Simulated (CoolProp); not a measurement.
Aqueous ammonia as a coolant, 17 % by mass, freezing at -28.0 °C, 1 atm.

Model: Melinder's fits for secondary coolants, in CoolProp.

| T (°C) | conductivity (W/(m K)) | Prandtl number | viscosity (mPa s) | cp (kJ/(kg K)) |
|---|---|---|---|---|
| -25 | 0.415 | 62.2 | 6.03 | 4.274 |
| -19.2 | 0.425 | 45.5 | 4.54 | 4.261 |
| -13.5 | 0.435 | 34.7 | 3.55 | 4.249 |
| -7.7 | (withheld) | 27.1 | 2.84 | 4.239 |
| -2 | (withheld) | (withheld) | (withheld) | 4.230 |
| 3.8 | 0.465 | 17.7 | 1.95 | 4.222 |
| 9.6 | 0.474 | (withheld) | 1.65 | 4.215 |
| 15.3 | 0.484 | 12.2 | 1.41 | 4.209 |
| 21.1 | 0.494 | 10.2 | (withheld) | 4.204 |
| 26.8 | 0.505 | 8.59 | 1.03 | 4.200 |

### Question
Fill in the missing entries.

### Answer

- -7.7, conductivity (W/(m K)): 0.445
- -2, conductivity (W/(m K)): 0.455
- -2, Prandtl number: 21.7
- -2, viscosity (mPa s): 2.34
- 9.6, Prandtl number: 14.6
- 21.1, viscosity (mPa s): 1.21
